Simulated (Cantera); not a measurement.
## Thermodynamics of calcination and drying, feed MgCO₃ + CO₂ + H₂O

A closed system holds: 1 mol MgCO₃, 1.4 mol CO₂, 0.39 mol H₂O, equilibrated at 670000 Pa.

Equilibrium computed with Cantera from the NASA thermochemical tables; the gas is ideal and each condensed phase is pure. Candidate condensed phases: C, C₆H₆, C₇H₈, C₈H₁₈, H₂O, Mg, MgCO₃, MgO, Mg(OH)₂; 116 gas species. Rates play no part.

From 577 °C to 1877 °C the condensed part is MgO(s).

```json
[
 {"T (°C)": "577", "x CO₂": "0.860", "x H₂O": "0.140", "x CO": "1.50e-9", "x O₂": "1.11e-9", "x OH": "2.30e-11", "x H₂": "7.43e-10", "n MgO(s)": "1.00"},
 {"T (°C)": "677", "x CO₂": "0.860", "x H₂O": "0.140", "x CO": "2.61e-8", "x O₂": "1.67e-8", "x OH": "5.08e-10", "x H₂": "7.61e-9", "n MgO(s)": "1.00"},
 {"T (°C)": "777", "x CO₂": "0.860", "x H₂O": "0.140", "x CO": "2.60e-7", "x O₂": "1.54e-7", "x OH": "6.27e-9", "x H₂": "4.98e-8", "n MgO(s)": "1.00"},
 {"T (°C)": "877", "x CO₂": "0.860", "x H₂O": "0.140", "x CO": "1.73e-6", "x O₂": "9.68e-7", "x OH": "5.02e-8", "x H₂": "2.36e-7", "n MgO(s)": "1.00"},
 {"T (°C)": "977", "x CO₂": "0.860", "x H₂O": "0.140", "x CO": "8.40e-6", "x O₂": "4.56e-6", "x OH": "2.88e-7", "x H₂": "8.72e-7", "n MgO(s)": "1.00"},
 {"T (°C)": "1077", "x CO₂": "0.860", "x H₂O": "0.140", "x CO": "3.22e-5", "x O₂": "1.71e-5", "x OH": "1.28e-6", "x H₂": "2.66e-6", "n MgO(s)": "1.00"},
 {"T (°C)": "1177", "x CO₂": "0.860", "x H₂O": "0.140", "x CO": "0.000102", "x O₂": "5.35e-5", "x OH": "4.63e-6", "x H₂": "6.99e-6", "n MgO(s)": "1.00"},
 {"T (°C)": "1277", "x CO₂": "0.860", "x H₂O": "0.140", "x CO": "0.000279", "x O₂": "0.000144", "x OH": "1.42e-5", "x H₂": "1.62e-5", "n MgO(s)": "1.00"},
 {"T (°C)": "1377", "x CO₂": "0.859", "x H₂O": "0.140", "x CO": "0.000674", "x O₂": "0.000345", "x OH": "3.79e-5", "x H₂": "3.41e-5", "n MgO(s)": "1.000"},
 {"T (°C)": "1477", "x CO₂": "0.858", "x H₂O": "0.140", "x CO": "0.00147", "x O₂": "0.000744", "x OH": "9.05e-5", "x H₂": "6.59e-5", "n MgO(s)": "1.000"},
 {"T (°C)": "1577", "x CO₂": "0.856", "x H₂O": "0.139", "x CO": "0.00293", "x O₂": "0.00147", "x OH": "0.000197", "x H₂": "0.000119", "n MgO(s)": "1.000"},
 {"T (°C)": "1677", "x CO₂": "0.852", "x H₂O": "0.139", "x CO": "0.00544", "x O₂": "0.00272", "x OH": "0.000394", "x H₂": "0.000202", "n MgO(s)": "1.000"},
 {"T (°C)": "1777", "x CO₂": "0.846", "x H₂O": "0.138", "x CO": "0.00947", "x O₂": "0.00471", "x OH": "0.000735", "x H₂": "0.000325", "n MgO(s)": "1.000"},
 {"T (°C)": "1877", "x CO₂": "0.837", "x H₂O": "0.137", "x CO": "0.0156", "x O₂": "0.00771", "x OH": "0.00129", "x H₂": "0.000501", "n MgO(s)": "1.000"}
]
```
x: gas mole fraction; n: condensed amount in mol.
